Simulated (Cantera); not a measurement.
Thermodynamics of hydrogen reduction and annealing atmospheres, feed V₂O₃ + H₂ + N₂

A closed system holds: 1 mol V₂O₃, a varied amount of H₂, 18 mol N₂, held at 1902 °C and 1.00 bar.

Equilibrium computed with Cantera from the NASA thermochemical tables; the gas is ideal and each condensed phase is pure. Candidate condensed phases: H₂O, V, VN, VO, V₂O₃, V₂O₄, V₂O₅; 28 gas species. Mutual solubility and eutectic melting of coexisting phases are not modelled. VO: taken at fixed stoichiometry. Condensed phases not in the tables: the oxides between V₂O₃ and V₂O₅ other than VO₂. The numbers say what is thermodynamically allowed, not how fast it happens.

From 0.72 mol H₂ to 12 mol H₂ the condensed part is VO(l) + V₂O₃(s). From 19 mol H₂ to 30 mol H₂ the condensed part is VO(l). The main V-bearing gas is VO₂ throughout.

```tsv
n(H₂) (mol)	log p N₂	log p H₂	log p H₂O	log p H	n VO(l)	n V₂O₃(s)
0.72	-0.02	-1.45	-2.62	-3.04	0.0923	0.952
1.2	-0.03	-1.24	-2.41	-2.93	0.152	0.922
1.8	-0.04	-1.07	-2.25	-2.85	0.227	0.885
2.9	-0.07	-0.89	-2.07	-2.76	0.364	0.816
4.6	-0.10	-0.72	-1.90	-2.67	0.576	0.710
7.4	-0.15	-0.57	-1.74	-2.59	0.926	0.534
12	-0.22	-0.43	-1.60	-2.53	1.50	0.247
19	-0.31	-0.32	-1.57	-2.47	1.99	0
30	-0.43	-0.22	-1.68	-2.42	1.99	0
```
log p: log10 of the partial pressure in bar; n: condensed amount in mol.
